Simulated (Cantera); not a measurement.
Input: 1 mol toluene, 5.2 mol CO2, 0.51 mol N2, equilibrated at 10.0 Torr.

These are equilibrium values from Cantera (NASA tables, ideal gas, pure condensed phases), not measurements of a reactor. Candidate condensed phases: C, C6H6, C7H8, C8H18, H2O; 136 gas species. Rates play no part.

Problem. At 1402 °C, list the 6 most abundant gas species with their mole fractions, and the condensed phases.

Solution. CO 0.697, H2 0.268, N2 0.0340, H 0.000520, HCN 0.000304, C2H2 (acetylene) 1.56e-5. Condensed: C(graphite).
